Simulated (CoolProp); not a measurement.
The numbers come from the reference Helmholtz-energy equation of state, Gao 2016 in CoolProp.

Problem. Give the vapour pressure (MPa), enthalpy of vaporisation (kJ/kg), liquid cp (kJ/(kg K)), surface tension (mN/m) of saturated sulfur dioxide at 209.1, 243, 277 K.

Solution. 
```csv
T (K),p (MPa),enthalpy of vaporisation (kJ/kg),liquid cp (kJ/(kg K)),surface tension (mN/m)
209.1,0.00425,435,1.38,39.3
243,0.0377,407,1.36,32.5
277,0.182,377,1.37,25.8
```

Surface tension comes from a separate correlation (Mulero 2012).
